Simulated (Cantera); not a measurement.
Feed: 1 mol SiCl4, 47 mol NH3, held at 13.3 mbar.

Equilibrium computed with Cantera from the NASA thermochemical tables; the gas is ideal and each condensed phase is pure. Candidate condensed phases: NH4Cl, Si, Si3N4; 28 gas species. The numbers say what is thermodynamically allowed, not how fast it happens. All values below are at 898 K.

Base state: H2 0.719, N2 0.240, HCl 0.0420 (mole fractions); condensed: Si3N4(s).

Q: What changes in the equilibrium state with this change: SiCl4 replaced by SiH2Cl2?

A: 
```tsv
species	before	after
H2	0.719	0.740
N2	0.240	0.240
HCl	0.0420	0.0210
Si3N4(s), mol	0.333	0.333
```
